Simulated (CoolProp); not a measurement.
Values from CoolProp's reference Helmholtz-energy equation of state, Gao 2016.

Problem. For sulfur dioxide, give the phase and the cp (kJ/(kg K)), cv (kJ/(kg K)), speed of sound (m/s) at 251.85 °C and 11.1 bar; 251.85 °C and 350 bar.

Solution. 
- 251.85 °C and 11.1 bar: gas; cp 0.763, cv 0.615, speed of sound 284
- 251.85 °C and 350 bar: supercritical; cp 1.51, cv 0.732, speed of sound 428
